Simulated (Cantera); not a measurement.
A closed system holds: 1 mol SiCl₄, 0.77 mol HCl, 120 mol H₂, at 1250 °C and 10.0 Torr.

These are equilibrium values from Cantera (NASA tables, ideal gas, pure condensed phases), not measurements of a reactor. Candidate condensed phases: Si; 19 gas species. The tables' values for SiCl₃ are old estimates; treat these amounts as uncertain. The numbers say what is thermodynamically allowed, not how fast it happens.

Task: What is the equilibrium state?

Result: 
```json
{
  "x(H₂)": "0.964",
  "x(HCl)": "0.0319",
  "x(SiCl₂)": "0.00344",
  "x(H)": "0.000197",
  "x(SiCl₃)": "2.78e-5",
  "x(Cl)": "5.21e-6",
  "x(SiCl)": "3.05e-6",
  "x(SiHCl₃)": "2.27e-6",
  "x(SiH₂)": "1.93e-6",
  "n(Si(s))": "0.573 mol",
  "gas_amount": "122.8 mol"
}
```
